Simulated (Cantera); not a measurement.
A closed system holds: 1 mol CH2F2, 0.024 mol CH4, 2.9 mol H2, at 2075 K and 12000 Pa.

Method: chemical equilibrium by Gibbs-energy minimisation in Cantera with the NASA 1993 tables (ideal gas, pure condensed phases). Candidate condensed phases: C, C6H6, C7H8, C8H18; 95 gas species. Equilibrium is a limit: real reactors are often held back by kinetics, nucleation or transport.

**Question.** What is the equilibrium state?

**Answer.** x(H2): 0.590
x(HF): 0.403
x(H): 0.00591
x(C2H2 (acetylene)): 0.000732
x(CH4): 1.47e-5
x(CH3): 2.87e-6
x(F): 2.22e-6
n(C(graphite)): 1.02 mol
gas amount: 4.963 mol
